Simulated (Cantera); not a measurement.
# Equilibrium for silicon epitaxy and polysilicon growth: SiHCl₃ + Cl₂ + H₂

A closed system holds: 1 mol SiHCl₃, 0.29 mol Cl₂, 310 mol H₂, equilibrated at 101000 Pa.

Method: chemical equilibrium by Gibbs-energy minimisation in Cantera with the NASA 1993 tables (ideal gas, pure condensed phases). Candidate condensed phases: Si; 19 gas species. The tables' values for SiCl₃ are old estimates; treat these amounts as uncertain. Gases not in the tables: Si₂H₆ and higher silanes. The numbers say what is thermodynamically allowed, not how fast it happens.

```csv
T (°C),log p H₂,log p HCl,log p SiCl₂,log p H,log p SiH₂,log p SiH₂Cl₂,log p SiHCl₃,log p SiCl₃,n Si(s),n Si(l)
1177,0.00,-1.97,-3.45,-5.02,-6.11,-4.74,-4.83,-4.87,0.873,0
1227,0.00,-1.97,-3.43,-4.75,-5.82,-4.90,-5.09,-5.00,0.873,0
1277,0.00,-1.97,-3.41,-4.50,-5.55,-5.05,-5.32,-5.12,0.871,0
1327,0.00,-1.97,-3.40,-4.26,-5.30,-5.19,-5.55,-5.23,0.869,0
1377,0.00,-1.97,-3.39,-4.04,-5.06,-5.33,-5.75,-5.34,0.865,0
1427,0.00,-1.97,-3.38,-3.83,-4.85,-5.46,-5.96,-5.45,0,0.863
1477,0.00,-1.97,-3.41,-3.63,-4.68,-5.62,-6.18,-5.58,0,0.869
```
log p: log10 of the partial pressure in bar; n: condensed amount in mol.

From 1177 °C to 1377 °C the condensed part is Si(s). From 1427 °C to 1477 °C the condensed part is Si(l). The main Si-bearing gas is SiCl₂ throughout.
